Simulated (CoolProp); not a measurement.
Vapour-liquid equilibrium of nitrogen (1) + carbon monoxide (2) at 6.65 bar; x and y are mole fractions of (1).

The numbers come from the multi-fluid Helmholtz-energy mixture model, Span 2000 and Lemmon 2006; pair parameters Gernert 2013 in CoolProp.

Task: Give the bubble temperature and the first vapour's composition at x = 0.5, 0.65, 0.95. Is there an azeotrope?

Result: x = 0.5: 99.8 K, y = 0.575; x = 0.65: 99.1 K, y = 0.711; x = 0.95: 97.9 K, y = 0.959. No azeotrope shows between x = 0.05 and 0.95.

The pair parameters rest on a limited set of measurements; away from them the model extrapolates.
